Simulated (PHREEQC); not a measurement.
PHREEQC input (ion-association model, wateq4f.dat):

```
SOLUTION_MASTER_SPECIES
  An  An-  0  An  62.0  # stands for a non-complexing anion
SOLUTION_SPECIES
  An- = An-
    -log_k 0
    -gamma 3.0 0
PHASES
  Fix_H+
    H+ = H+
    -log_k 0
SOLUTION 1
  temp 25
  units mmol/kgw
  pH 7 charge
  Cl 4.2
  Ca 2.1
  Se(6) 0.12
  Na 100.24
  An 100
END
SELECTED_OUTPUT 1
  -reset false
  -pH true
  -pe true
  -ionic_strength true
  -water true
  -totals Ca Cl Na Se Se(-2) Se(4) Se(6)
  -molalities Hfo_wOH Hfo_wOH2+ Hfo_wO- Hfo_sOH Hfo_sOH2+ Hfo_sO- Hfo_wSeO4- Hfo_wOHSeO4-2 Hfo_sOHCa+2 Hfo_wOCa+
  -saturation_indices Portlandite Halite
USER_PUNCH 1
  -headings sigma psi
  10 PUNCH EDL("sigma", "Hfo"), EDL("psi", "Hfo")
PRINT
  -reset false
USE solution 1
SURFACE 1
  Hfo_wOH 0.00359551 600 1.6
  Hfo_sOH 8.98876e-05
EQUILIBRIUM_PHASES 1
  Fix_H+ -4 HAn 10
    -force_equality true
  O2(g) -0.68 10
END
# ... the last block is repeated for the other 16 points of pH, with NaOH or the acid as the point needs
```

Selected output (columns that matter, 17 of 17 rows; pH added in front):

```
pH	mu	Ca	Cl	Na	Se	m_Hfo_wOH	m_Hfo_wOH2+	m_Hfo_wO-	m_Hfo_sOH	m_Hfo_sOH2+	si_Portlandite	si_Halite	sigma	psi
4	0.10817	0.0021	0.0042	0.10024	4.8398e-07	0.0003929	0.0030819	1.1475e-06	1.0159e-05	7.9687e-05	-17.899	-5.1868	0.30295	0.14171
4.5	0.10787	0.0021	0.0042	0.10024	7.9258e-07	0.00079258	0.0026783	5.373e-06	2.0483e-05	6.9219e-05	-16.898	-5.1866	0.25881	0.13376
5	0.10757	0.0020998	0.0042	0.10024	1.7487e-06	0.0012812	0.0021788	1.7259e-05	3.305e-05	5.6204e-05	-15.898	-5.1864	0.20421	0.12183
5.5	0.1073	0.0020992	0.0042	0.10024	4.968e-06	0.0017459	0.0016933	4.1239e-05	4.4675e-05	4.3328e-05	-14.898	-5.1862	0.1508	0.10668
6	0.10707	0.0020962	0.0042	0.10024	1.6025e-05	0.0021281	0.0012825	8.0891e-05	5.2495e-05	3.1637e-05	-13.898	-5.1861	0.1058	0.089321
6.5	0.10689	0.0020842	0.0042	0.10024	4.5292e-05	0.0024315	0.00094553	0.00014324	5.1529e-05	2.0038e-05	-12.9	-5.1859	0.071552	0.070999
7	0.10672	0.0020531	0.0042	0.10024	8.5546e-05	0.0026476	0.00066998	0.00023968	3.4819e-05	8.8112e-06	-11.907	-5.1858	0.046289	0.052459
7.5	0.10648	0.002001	0.0042	0.10024	0.0001104	0.0027274	0.00046926	0.00036314	1.3053e-05	2.2458e-06	-10.918	-5.1856	0.026125	0.032792
8	0.10636	0.0018592	0.0042	0.10062	0.00011785	0.0026159	0.00030101	0.00052078	3.6662e-06	4.2188e-07	-9.9494	-5.1839	0.010206	0.013549
8.5	0.10605	0.001488	0.0041999	0.10146	0.00011935	0.002126	0.00012665	0.00081757	1.7537e-06	1.0447e-07	-9.0458	-5.1801	0.00065837	0.00088541
9	0.10563	0.0010348	0.0041998	0.10243	0.00011977	0.0013507	3.3912e-05	0.0012325	1.4148e-06	3.5521e-08	-8.2031	-5.1757	-0.0048319	-0.0064941
9.5	0.10534	0.00069568	0.0041998	0.10318	0.00011992	0.00068561	6.7978e-06	0.0015841	1.323e-06	1.3117e-08	-7.3753	-5.1723	-0.0091285	-0.012203
10	0.10525	0.00050604	0.0041997	0.10368	0.00011997	0.00028962	1.0724e-06	0.0017917	1.2358e-06	4.5761e-09	-6.5137	-5.1701	-0.012416	-0.016478
10.5	0.10546	0.00041859	0.0041997	0.10416	0.00011999	0.0001065	1.3838e-07	0.0018776	1.0545e-06	1.3702e-09	-5.5971	-5.1683	-0.014531	-0.019151
11	0.10633	0.00038042	0.0041997	0.10515	0.00011999	3.6216e-05	1.5896e-08	0.0018902	7.3839e-07	3.241e-10	-4.642	-5.1648	-0.01595	-0.020846
11.5	0.10917	0.00036317	0.0041997	0.10807	0.00011999	1.1957e-05	1.7472e-09	0.0018745	3.9329e-07	5.7471e-11	-3.6729	-5.1549	-0.017247	-0.022168
12	0.1183	0.00036005	0.0041997	0.11725	0.00011999	3.9495e-06	1.9177e-10	0.0018634	1.6499e-07	8.011e-12	-2.7087	-5.1256	-0.019053	-0.02344
```
